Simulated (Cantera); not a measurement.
Nitride etching: AlN + Cl2

Feed: 1 mol AlN, a varied amount of Cl2, held at 1798 K and 74.0 Pa.

These are equilibrium values from Cantera (NASA tables, ideal gas, pure condensed phases), not measurements of a reactor. Candidate condensed phases: Al, AlCl3, AlN; 11 gas species. The tables' values for AlCl2 are old estimates; treat these amounts as uncertain. Equilibrium is a limit: real reactors are often held back by kinetics, nucleation or transport.

From 3.2 mol Cl2 to 15 mol Cl2 nothing is condensed. The main Al-bearing gas is AlCl3 throughout.

| n(Cl2) (mol) | x Cl | x AlCl3 | x N2 | x Cl2 | x AlCl2 | x AlCl | x Al2Cl6 |
|---|---|---|---|---|---|---|---|
| 3.2 | 0.690 | 0.201 | 0.102 | 0.00360 | 0.00333 | 0.000171 | 8.47e-9 |
| 3.8 | 0.749 | 0.162 | 0.0821 | 0.00424 | 0.00247 | 0.000117 | 5.50e-9 |
| 4.4 | 0.789 | 0.135 | 0.0687 | 0.00471 | 0.00196 | 8.80e-5 | 3.85e-9 |
| 5.1 | 0.822 | 0.114 | 0.0577 | 0.00510 | 0.00159 | 6.82e-5 | 2.72e-9 |
| 6 | 0.851 | 0.0943 | 0.0478 | 0.00547 | 0.00127 | 5.28e-5 | 1.87e-9 |
| 7 | 0.874 | 0.0793 | 0.0402 | 0.00577 | 0.00104 | 4.21e-5 | 1.32e-9 |
| 8.2 | 0.893 | 0.0666 | 0.0337 | 0.00602 | 0.000855 | 3.39e-5 | 9.33e-10 |
| 9.6 | 0.909 | 0.0561 | 0.0284 | 0.00624 | 0.000707 | 2.75e-5 | 6.62e-10 |
| 11 | 0.920 | 0.0484 | 0.0245 | 0.00639 | 0.000603 | 2.32e-5 | 4.94e-10 |
| 13 | 0.932 | 0.0405 | 0.0205 | 0.00656 | 0.000499 | 1.89e-5 | 3.46e-10 |
| 15 | 0.940 | 0.0349 | 0.0177 | 0.00668 | 0.000425 | 1.60e-5 | 2.56e-10 |
x: gas mole fraction; nothing condenses.
